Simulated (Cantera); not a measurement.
A freely propagating, adiabatic, planar premixed flame of 12.3 % CH₃OH, 15.4 % O₂, 58.6 % N₂, 13.6 % H₂O, equivalence ratio 1.2, unburnt at 575 K and 1.00 atm; mixture-averaged transport, grid criteria slope 0.08 and curve 0.16, no radiation.

Computed with Cantera and GRI-Mech 3.0 (53 species, 325 reactions). GRI-Mech 3.0 was tuned for natural gas; its chemistry of methanol as a main component is partial and can be far from experiment. Burning velocities carry a grid error of a few per cent, more on coarse grids.

**Question.** Predict: laminar burning velocity; thermal thickness; peak x(C₂H₆); peak x(CH₂CO).

**Answer.** 
| Quantity | Result |
|---|---|
| laminar burning velocity | 111 cm/s |
| thermal thickness | 0.292 mm |
| peak x(C₂H₆) | 1.09e-6 |
| peak x(CH₂CO) | 8.32e-6 |
